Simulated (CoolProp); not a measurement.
Vapour pressure (kPa) of dimethyl carbonate: the reference equation beside estimates from Tc = 283.9 °C, pc = 4909 kPa, ω = 0.346. Clausius-Clapeyron is anchored at 157.65 °C with a constant enthalpy of vaporisation of 29.12 kJ/mol.

Computed with CoolProp (reference Helmholtz-energy equation of state, Zhou 2011).

```
T (°C)  reference  Lee-Kesler  Clausius-Clapeyron  van der Waals  Redlich-Kwong  Peng-Robinson
------  ---------  ----------  ------------------  -------------  -------------  -------------
89.15       98.28       96.43               127.2          669.3          223.7          97.63
100.55      139.8       138.4               170.8          789.6          296.9          139.1
111.95          ?       193.5               225.4          923.5              ?          193.4
123.45      264.1       265.2               293.4           1073          494.8          264.0
134.85      351.5       354.8               375.6           1235          622.4          352.3
146.25      459.6       466.0               474.2           1413          771.7          462.1
157.65      591.5       601.8               591.5           1607          944.7          596.4
169.05      750.4       765.3               729.4           1816           1143              ?
180.55      941.5       961.8               891.5           2044              ?          955.2
191.95       1165        1191                1077           2287           1625              ?
203.35       1428           ?                1290           2548           1909           1456
214.75       1733        1771                1531           2826           2226           1770
226.15       2086        2130                1804           3122           2575              ?
```

**Question.** Complete the blanks.

**Answer.** 
- 111.95, reference: 194.0
- 111.95, Redlich-Kwong: 386.3
- 169.05, Peng-Robinson: 759.0
- 180.55, Redlich-Kwong: 1370
- 191.95, Peng-Robinson: 1186
- 203.35, Lee-Kesler: 1460
- 226.15, Peng-Robinson: 2134

Absolute difference from the reference over all 13 rows, mean and median: Lee-Kesler 1.6 and 1.9 %, Clausius-Clapeyron 10.7 and 9.7 %, van der Waals 223.5 and 171.7 %, Redlich-Kwong 65.7 and 59.7 %, Peng-Robinson 1.1 and 0.8 %.
